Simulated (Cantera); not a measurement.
Mixture: CH4 : O2 : N2 = 1 : 1.18 : 4.42 (molar parts), at 10.0 bar, adiabatic and at constant pressure. Ignition delay is the time to a rise of 400 K.

Computed with Cantera and GRI-Mech 3.0 (53 species, 325 reactions).

Task: What does this change do: 0.011 parts C2H6 added?

Result: 
```
quantity                                                before       after
--------------------------------------------------  ----------  ----------
delay at 1250 K                                        3.42 ms     2.61 ms
delay at 1400 K                                       0.650 ms    0.522 ms
delay at 1550 K                                       0.147 ms    0.118 ms
delay at 1700 K                                        39.0 µs     31.1 µs
delay at 1850 K                                        12.6 µs     10.3 µs
apparent activation energy between 1775 and 1925 K  190 kJ/mol  190 kJ/mol
```

Task: What does this change do: 0.15 parts H2O added?

Result: 
```tsv
quantity	before	after
delay at 1250 K	3.42 ms	3.48 ms
delay at 1400 K	0.650 ms	0.681 ms
delay at 1550 K	0.147 ms	0.155 ms
delay at 1700 K	39.0 µs	40.8 µs
delay at 1850 K	12.6 µs	13.0 µs
apparent activation energy between 1775 and 1925 K	190 kJ/mol	200 kJ/mol
```
